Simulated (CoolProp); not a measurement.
Values from CoolProp's reference Helmholtz-energy equation of state, Thol 2019.

**Question.** Give the vapour pressure (MPa), vapour density (kg/m³), enthalpy of vaporisation (kJ/kg), liquid cp (kJ/(kg K)) of saturated n-hexane at 194.55 °C.

**Answer.** 
```json
[
 {"T (°C)": "194.55", "p (MPa)": "1.66", "vapour density (kg/m³)": "56.3", "enthalpy of vaporisation (kJ/kg)": "193", "liquid cp (kJ/(kg K))": "3.49"}
]
```
